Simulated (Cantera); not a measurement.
Charge: 1 mol BN, 0.26 mol H2O, at 0.133 bar.

Method: chemical equilibrium by Gibbs-energy minimisation in Cantera with the NASA 1993 tables (ideal gas, pure condensed phases). Candidate condensed phases: B, BN, B2O3, B3O3H3, H2O; 39 gas species. Mutual solubility and eutectic melting of coexisting phases are not modelled. Gases not in the tables: H3BO3. The numbers say what is thermodynamically allowed, not how fast it happens.

Problem. At 1350 K, list the 4 most abundant gas species with their mole fractions, and the condensed phases.

Solution. H2 0.748, N2 0.249, H2O 0.00200, HBO2 0.000672. Condensed: BN(s) + B2O3(l).
